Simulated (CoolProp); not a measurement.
Aqueous ethanol as a coolant, at -6 °C, 1 atm.

Computed with CoolProp (Melinder's fits for secondary coolants).

| mass % | freezing point (°C) | viscosity (mPa s) | Prandtl number | conductivity (W/(m K)) | density (kg/m³) |
|---|---|---|---|---|---|
| 16.1 | -8.2 | 6.30 | 60.3 | 0.462 | 979.9 |
| 21.2 | -12.1 | 7.73 | 77.3 | 0.436 | 976.1 |
| 26.4 | -16.7 | 8.93 | 92.2 | 0.411 | 971.5 |
| 31.5 | -21.6 | 9.67 | 102 | 0.387 | 965.9 |
| 36.7 | [?] | 9.94 | 108 | 0.364 | 958.8 |
| 41.8 | [?] | [?] | 108 | [?] | 950.3 |
| 47 | -35.4 | 9.26 | 105 | 0.322 | 940.3 |
| 52.1 | -39.1 | 8.55 | 99.0 | 0.303 | 929.6 |
| 57.3 | -42.8 | [?] | 90.9 | 0.284 | 918.1 |

Q: Fill in the missing entries.

A: 
- 36.7, freezing point (°C): -26.5
- 41.8, freezing point (°C): -31.1
- 41.8, viscosity (mPa s): 9.76
- 41.8, conductivity (W/(m K)): 0.342
- 57.3, viscosity (mPa s): 7.72
